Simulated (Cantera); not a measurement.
Input: 1 mol V₂O₃, 46 mol H₂, 0.093 mol H₂O, equilibrated at 2023 K and 0.200 bar.

Cantera equilibrium calculation (NASA polynomials, part measured and part estimated; ideal gas, pure solids and liquids). Candidate condensed phases: H₂O, V, VO, V₂O₃, V₂O₄, V₂O₅; 12 gas species. VO: taken at fixed stoichiometry. Kinetics and transport are ignored.

Base state: H₂ 0.972, H₂O 0.0236, H 0.00419, VO₂ 7.22e-5, VO 1.38e-5, OH 1.06e-5 (mole fractions); condensed: VO(s).

**Question.** What changes in the equilibrium state with this change: V₂O₃ replaced by FeS?

**Answer.** 
```
species      before     after
----------  -------  --------
H₂            0.972     0.973
H₂S               0    0.0122
H           0.00419   0.00419
H₂O          0.0236   0.00199
SH                0   0.00375
VO₂         7.22e-5         0
Fe                0   0.00235
S₂                0   0.00256
S                 0  0.000417
VO(s), mol     2.00         0
Fe(l), mol        0     0.891
```
Further candidate phases: Fe, FeO, Fe(OH)₂, Fe(OH)₃, FeS, FeSO₄, FeS₂, Fe₂O₃, Fe₂(SO₄)₃, Fe₃O₄, H₂SO₄, S.

**Question.** What changes in the equilibrium state with this change: temperature from 2023 K to 823.15 K?

**Answer.** 
```csv
species,before,after
H₂,0.972,0.998
H₂O,0.0236,0.00202
H,0.00419,<1e-9
VO₂,7.22e-5,<1e-9
VO,1.38e-5,<1e-9
OH,1.06e-5,<1e-9
"VO(s), mol",2.00,0
"V₂O₃(s), mol",0,1.00
```
Condensed phases not in the tables: the oxides between V₂O₃ and V₂O₅ other than VO₂.
